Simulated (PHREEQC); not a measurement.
0.015 g of hydrous ferric oxide (600 m²/g; 0.2 weak and 0.005 strong sites per Fe, Dzombak-Morel constants, diffuse double layer) in 1 kg of water with 0.05 mol/kgw of an inert sodium salt and 0.00026 mmol/kgw CuCl2, at 25 °C; the pH is set by adding NaOH or the inert anion's acid. Oxygen alone is held at its pressure in air (log pO2 = -0.68). The system is closed to CO2. Precipitation was switched off in this run.

Base run: PHREEQC, ion-association model, wateq4f.dat. Each further column changes one thing. The table gives Cu sorbed (%).

```csv
pH,base,background salt from 0.05 to 0.005 mol/kgw,oxide from 0.015 to 0.075 g/kgw,6.5e-06 mol/kgw CaCl2 added
4,0.2,0.2,0.8,0.2
4.5,1.2,1.1,5.9,1.2
5,8.7,7.7,32.4,8.7
5.5,39.9,37.4,77.8,39.9
6,81.5,80.9,96.2,81.5
6.5,96.7,96.8,99.4,96.7
7.5,99.5,99.4,99.9,99.5
8,99.4,99.4,99.9,99.4
8.5,99.4,99.4,99.9,99.0
9,99.2,99.4,99.9,97.7
9.5,99.0,99.3,99.8,94.8
10,98.6,99.2,99.8,89.1
```

The database's constant for dissolved Cu(OH)2 is higher than later reviews accept.
